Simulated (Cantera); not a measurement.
Standard-state values (1 bar) from the NASA 1993 polynomials, evaluated with Cantera. Values are per mole of reaction as written; species without (g) are pure solids or liquids, kept so even where they would boil at 1 bar. TaC: taken at fixed stoichiometry.

H₂(g) + 2 TaC = 2 Ta + C₂H₂(g)

| T (K) | ΔH° (kJ) | ΔS° (J/K) | ΔG° (kJ) | log10 K |
|---|---|---|---|---|
| 300 | ? | ? | ? | ? |
| 1823 | 502.7 | 51.5 | 408.8 | -11.71 |
| 1898 | 502.0 | 51.2 | 404.9 | -11.14 |
| 1973 | ? | ? | ? | ? |
| 2048 | ? | ? | ? | ? |
| 2123 | ? | ? | ? | ? |

Problem. What belongs in the gaps?

Solution. 
- 300, ΔH° (kJ): 516.4
- 300, ΔS° (J/K): 68.4
- 300, ΔG° (kJ): 495.9
- 300, log10 K: -86.34
- 1973, ΔH° (kJ): 501.3
- 1973, ΔS° (J/K): 50.8
- 1973, ΔG° (kJ): 401.1
- 1973, log10 K: -10.62
- 2048, ΔH° (kJ): 500.6
- 2048, ΔS° (J/K): 50.5
- 2048, ΔG° (kJ): 397.3
- 2048, log10 K: -10.13
- 2123, ΔH° (kJ): 500.0
- 2123, ΔS° (J/K): 50.1
- 2123, ΔG° (kJ): 393.5
- 2123, log10 K: -9.68
